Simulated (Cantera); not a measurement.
## Thermodynamics of silicon nitride deposition, feed SiH₄ + N₂

A closed system holds: 1 mol SiH₄, 12 mol N₂, held at 7.50 Torr.

Cantera equilibrium calculation (NASA polynomials, part measured and part estimated; ideal gas, pure solids and liquids). Candidate condensed phases: Si, Si₃N₄; 18 gas species. The tables' values for SiN are old estimates; treat these amounts as uncertain. Gases not in the tables: Si₂H₆ and higher silanes. Kinetics and transport are ignored.

From 1452 °C to 1502 °C the condensed part is Si₃N₄(s). From 1527 °C to 1752 °C the condensed part is Si(l). The main Si-bearing gas is Si throughout.

| T (°C) | log p N₂ | log p H₂ | log p H | log p Si | log p Si₂N | log p SiH | log p SiN | n Si₃N₄(s) | n Si(l) |
|---|---|---|---|---|---|---|---|---|---|
| 1452 | -2.07 | -2.83 | -5.14 | -6.35 | -7.76 | -7.61 | -7.64 | 0.333 | 0 |
| 1477 | -2.07 | -2.83 | -5.05 | -6.06 | -7.38 | -7.35 | -7.38 | 0.333 | 0 |
| 1502 | -2.07 | -2.83 | -4.95 | -5.77 | -7.02 | -7.09 | -7.12 | 0.332 | 0 |
| 1527 | -2.07 | -2.85 | -4.87 | -5.50 | -6.68 | -6.86 | -6.89 | 0 | 0.994 |
| 1552 | -2.07 | -2.85 | -4.78 | -5.34 | -6.57 | -6.74 | -6.76 | 0 | 0.992 |
| 1577 | -2.07 | -2.85 | -4.69 | -5.19 | -6.46 | -6.62 | -6.64 | 0 | 0.989 |
| 1602 | -2.07 | -2.85 | -4.61 | -5.04 | -6.35 | -6.50 | -6.52 | 0 | 0.985 |
| 1627 | -2.07 | -2.85 | -4.53 | -4.90 | -6.25 | -6.39 | -6.41 | 0 | 0.979 |
| 1652 | -2.07 | -2.85 | -4.45 | -4.76 | -6.15 | -6.27 | -6.30 | 0 | 0.971 |
| 1677 | -2.07 | -2.85 | -4.37 | -4.62 | -6.05 | -6.17 | -6.19 | 0 | 0.961 |
| 1702 | -2.07 | -2.86 | -4.29 | -4.49 | -5.95 | -6.06 | -6.08 | 0 | 0.948 |
| 1727 | -2.07 | -2.86 | -4.22 | -4.36 | -5.86 | -5.96 | -5.98 | 0 | 0.930 |
| 1752 | -2.07 | -2.86 | -4.15 | -4.23 | -5.77 | -5.86 | -5.88 | 0 | 0.906 |
log p: log10 of the partial pressure in bar; n: condensed amount in mol.
